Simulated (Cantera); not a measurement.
Input: 1 mol Fe2O3, 0.42 mol C, 0.19 mol CO, at 1.00 bar.

Method: chemical equilibrium by Gibbs-energy minimisation in Cantera with the NASA 1993 tables (ideal gas, pure condensed phases). Candidate condensed phases: C, Fe, Fe(CO)5, FeO, Fe2O3, Fe3O4; 15 gas species. The tables' stoichiometric FeO is somewhat more stable than real wüstite, so its field is too wide. FeO: taken at fixed stoichiometry. Rates play no part.

At 1825 K, list the 3 most abundant gas species with their mole fractions, and the condensed phases.

CO2 0.951, CO 0.0492, O2 2.63e-5. Condensed: FeO(l).
